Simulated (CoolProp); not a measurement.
A simple Rankine cycle with n-hexane: condensing at 325.15 K, boiler at 1.38 MPa, turbine inlet 496.5 K, turbine efficiency 0.75, pump efficiency 0.6, no recuperator. Each further row changes one setting.

The numbers come from the reference Helmholtz-energy equation of state, Thol 2019 in CoolProp.

```
case                             thermal efficiency (%)  net work (kJ/kg)  heat in (kJ/kg)  turbine exit temperature (K)  volume ratio over the turbine
-------------------------------  ----------------------  ----------------  ---------------  ----------------------------  -----------------------------
as stated                                          13.9                 ?              685                         442.3                              ?
turbine inlet 516.5 K                              13.6               100              740                         463.5                              ?
condensing temperature 317.15 K                       ?                 ?                ?                         438.3                              ?
boiler pressure 0.966 MPa                          12.6              87.7              698                             ?                           17.2
turbine efficiency 0.65                            11.9              81.7              685                         448.0                           26.5
```

**Question.** What belongs in the gaps?

**Answer.** 
- as stated, net work (kJ/kg): 94.8
- as stated, volume ratio over the turbine: 26.2
- turbine inlet 516.5 K, volume ratio over the turbine: 25.4
- condensing temperature 317.15 K, thermal efficiency (%): 14.7
- condensing temperature 317.15 K, net work (kJ/kg): 104
- condensing temperature 317.15 K, heat in (kJ/kg): 704
- condensing temperature 317.15 K, volume ratio over the turbine: 34.8
- boiler pressure 0.966 MPa, turbine exit temperature (K): 450.9
